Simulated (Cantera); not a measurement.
Charge: 1 mol borazine, 0.17 mol H₂O, 3.5 mol N₂, held at 950 K and 0.840 bar.

Method: chemical equilibrium by Gibbs-energy minimisation in Cantera with the NASA 1993 tables (ideal gas, pure condensed phases). Candidate condensed phases: B, BN, B₂O₃, B₃O₃H₃, H₂O; 39 gas species. The feed counts by its element totals alone. Gases not in the tables: H₃BO₃. Rates play no part.

Base state: N₂ 0.528, H₂ 0.468, H₂O 0.00352, NH₃ 0.000161 (mole fractions); condensed: BN(s) + B₂O₃(l).

### Question
What changes in the equilibrium state with this change: temperature from 950 K to 2273.15 K?

### Answer
| species | before | after |
|---|---|---|
| N₂ | 0.528 | 0.522 |
| H₂ | 0.468 | 0.449 |
| HBO | <1e-9 | 0.0178 |
| H | <1e-9 | 0.00615 |
| BO | <1e-9 | 0.00278 |
| BN(s), mol | 2.90 | 2.83 |
| B₂O₃(l), mol | 0.0487 | 0 |
The tables' values for BH₂ are old estimates; treat these amounts as uncertain.
